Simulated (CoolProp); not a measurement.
The fluid at 381.21 K and 0.138 MPa flows at 0.069 m/s in a round tube of 10 mm bore and 45 µm roughness, fully developed (64/Re and Nu = 3.66 if laminar; Colebrook and Gnielinski if turbulent). The same conditions are run with several fluids, on thermodynamics alone (safety and materials aside).

Model: reference Helmholtz-energy equation of state of each fluid (benzene: Thol 2012; R125: Lemmon 2005; n-pentane: Thol 2019; normal hydrogen: Leachman 2009; ethanol: Schroeder 2014), in CoolProp.

Rank benzene, R125, n-pentane, normal hydrogen, ethanol by Reynolds number, highest first.

n-pentane (260), benzene (255), R125 (222), ethanol (126), normal hydrogen (5.74)

```csv
fluid,Darcy friction factor,pressure drop (Pa/m),heat-transfer coefficient (W/(m² K)),mass flow (kg/h)
benzene,0.251,0.211,6.61,0.0688
R125,0.288,0.361,7.53,0.103
n-pentane,0.246,0.189,8.67,0.0631
normal hydrogen,11.2,0.233,81.7,0.00171
ethanol,0.506,0.249,8.78,0.0403
```

Transport values come from each fluid's own correlations; those of n-pentane are estimates that may be off by 10 % or more.
